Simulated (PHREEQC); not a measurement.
Dissolve 1.9 mmol/kgw K2SiO3 and 0.3 mmol/kgw Na2S at 65 °C. Closed to the air; pH follows from the charge balance.

Model: ion-association model, phreeqc.dat, run in PHREEQC.

Each row changes one thing in this solution. No solid was allowed to form.

| case | pH | ionic strength (mol/kgw) | H2S (mol/kgw) |
|---|---|---|---|
| as made | 10.24 | 0.00443 | 6.06e-8 |
| diluted 10-fold with water | 9.38 | ___ | 4.75e-8 |
| K2SiO3 left out | 9.36 | 0.000601 | 4.93e-7 |
| diluted 5-fold with water | 9.64 | ___ | 5.20e-8 |
| diluted 100-fold with water | 8.49 | 4.40e-5 | 3.78e-8 |
| temperature from 65 to 5 °C | 12.04 | 0.00445 | 4.46e-9 |
| K2SiO3 from 0.0019 to 0.00038 mol/kgw | ___ | ___ | 1.89e-7 |

Problem. Fill in the missing entries.

Solution. 
- diluted 10-fold with water, ionic strength (mol/kgw): 0.000440
- diluted 5-fold with water, ionic strength (mol/kgw): 0.000881
- K2SiO3 from 0.0019 to 0.00038 mol/kgw, pH: 9.77
- K2SiO3 from 0.0019 to 0.00038 mol/kgw, ionic strength (mol/kgw): 0.00136

Species that the database lacks are ignored. At this temperature some constants are extrapolated from 25 °C, and those without enthalpy data are left unchanged.
